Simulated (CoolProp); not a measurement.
Properties of R1234yf along the isobar 101 kPa (Tc = 367.8 K, pc = 3384 kPa, ω = 0.276).

Computed with CoolProp (reference Helmholtz-energy equation of state, Lemmon 2022).

| T (K) | phase | Z | cp (kJ/(kg K)) | expansivity (1/kK) | fugacity coefficient |
|---|---|---|---|---|---|
| 137.9 | liquid | 0.006543 | 1.094 | 1.674 | 9.980e-5 |
| 165.1 | liquid | 0.005721 | 1.099 | 1.707 | 0.004118 |
| 192.3 | liquid | 0.005151 | 1.123 | 1.803 | 0.05040 |
| 219.5 | liquid | 0.004750 | 1.167 | 1.976 | 0.2967 |
| 246.7 | gas | 0.9565 | 0.8195 | 4.738 | 0.9584 |
| 274 | gas | 0.9704 | 0.8638 | 4.050 | 0.9712 |
| 301.2 | gas | 0.9788 | 0.9102 | 3.572 | 0.9792 |
| 328.4 | gas | 0.9843 | 0.9569 | 3.213 | 0.9845 |
| 355.6 | gas | 0.9881 | 1.002 | 2.930 | 0.9882 |
| 382.8 | gas | 0.9908 | 1.046 | 2.698 | 0.9909 |
| 410 | gas | 0.9928 | 1.087 | 2.503 | 0.9928 |
